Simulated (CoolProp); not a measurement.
A single-stage vapour-compression cycle with R236FA: evaporating at 255.15 K (dew point), condensing at 313.15 K (bubble point), superheat 8 K, subcooling 8 K, compressor efficiency 0.9, no pressure losses. Each further row changes one setting.

Values from CoolProp's reference Helmholtz-energy equation of state, Pan 2012.

```json
[
 {"case": "as stated", "cooling COP": "3.15", "pressure ratio": "9.05", "discharge temperature (K)": "315.9", "refrigerating effect (kJ/kg)": "113", "volumetric capacity (kJ/m³)": "389"},
 {"case": "evaporating temperature 260.15 K", "cooling COP": "3.62", "pressure ratio": "7.14", "discharge temperature (K)": "315.8", "refrigerating effect (kJ/kg)": "117", "volumetric capacity (kJ/m³)": "501"},
 {"case": "condensing temperature 308.15 K", "cooling COP": "3.58", "pressure ratio": "7.77", "discharge temperature (K)": "311.8", "refrigerating effect (kJ/kg)": "119", "volumetric capacity (kJ/m³)": "410"},
 {"case": "subcooling 13 K", "cooling COP": "3.33", "pressure ratio": "9.05", "discharge temperature (K)": "315.9", "refrigerating effect (kJ/kg)": "119", "volumetric capacity (kJ/m³)": "410"},
 {"case": "superheat 18 K", "cooling COP": "3.23", "pressure ratio": "9.05", "discharge temperature (K)": "326.0", "refrigerating effect (kJ/kg)": "121", "volumetric capacity (kJ/m³)": "399"},
 {"case": "compressor efficiency 0.8", "cooling COP": "2.80", "pressure ratio": "9.05", "discharge temperature (K)": "320.7", "refrigerating effect (kJ/kg)": "113", "volumetric capacity (kJ/m³)": "389"}
]
```
